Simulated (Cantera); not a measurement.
Stirred combustor or abatement burner

A perfectly stirred reactor is fed with CO : H2 : CH4 : O2 : N2 : H2O = 1 : 0.37 : 0.059 : 0.967 : 3.64 : 0.044 (molar parts), equivalence ratio 0.83, at 4.93 atm; it is adiabatic with a 700 K inlet, and is followed from long to short residence time, starting on the burning branch (τ in s: 0.18, 0.095, 0.05, 0.026, 0.014, 0.0073, 0.0038, 0.002, 0.0011, 0.00056, 0.0003, 0.00016, 8.2e-05).

Model: GRI-Mech 3.0 (53 species, 325 reactions), integrated in Cantera.

```csv
τ (s),T (K),x CO,x H2,x CH4,x C2H,x HCO,x NO2
0.18,2474,0.0145,0.00123,2.42e-8,<1e-12,4.11e-9,6.13e-6
0.095,2473,0.0146,0.00124,4.57e-8,<1e-12,4.42e-9,5.97e-6
0.050,2473,0.0147,0.00124,8.60e-8,<1e-12,5.03e-9,5.69e-6
0.026,2473,0.0149,0.00126,1.63e-7,<1e-12,6.20e-9,5.21e-6
0.014,2471,0.0152,0.00129,2.96e-7,<1e-12,8.30e-9,4.54e-6
0.0073,2468,0.0159,0.00135,5.46e-7,<1e-12,1.25e-8,3.64e-6
0.0038,2460,0.0171,0.00145,9.91e-7,<1e-12,2.06e-8,2.69e-6
0.0020,2444,0.0192,0.00163,1.73e-6,<1e-12,3.58e-8,1.86e-6
0.0011,2418,0.0223,0.00190,2.83e-6,<1e-12,6.25e-8,1.27e-6
0.00056,2374,0.0273,0.00237,4.76e-6,1.72e-12,1.20e-7,7.87e-7
0.00030,2318,0.0333,0.00297,7.59e-6,2.71e-12,2.23e-7,4.72e-7
0.00016,2247,0.0405,0.00372,1.22e-5,3.91e-12,4.12e-7,2.70e-7
8.2e-5,2158,0.0491,0.00464,2.09e-5,5.49e-12,7.86e-7,1.55e-7
```
x: mole fraction; the columns are a selection and need not sum to one.
